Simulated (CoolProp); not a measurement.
Properties of R115 at several states (Tc = 353.1 K, pc = 3.129 MPa, ω = 0.248).

Model: reference Helmholtz-energy equation of state, Lemmon 2016, in CoolProp.

| T (K) | p (MPa) | phase | cv (kJ/(kg K)) | speed of sound (m/s) | expansivity (1/kK) |
|---|---|---|---|---|---|
| 249.4 | 0.155 | gas | … | 115.6 | 4.858 |
| 315.2 | 0.0642 | gas | … | 134.2 | 3.274 |
| 376.7 | 2.34 | gas | … | 117.0 | 6.537 |
| 200.5 | 1.2 | liquid | … | 768.0 | … |
| 188.5 | 0.182 | liquid | 0.5732 | … | 1.890 |

**Question.** Fill in the missing entries.

**Answer.** 
- 249.4, cv (kJ/(kg K)): 0.6043
- 315.2, cv (kJ/(kg K)): 0.6834
- 376.7, cv (kJ/(kg K)): 0.7892
- 200.5, cv (kJ/(kg K)): 0.5875
- 200.5, expansivity (1/kK): 1.938
- 188.5, speed of sound (m/s): 819.6
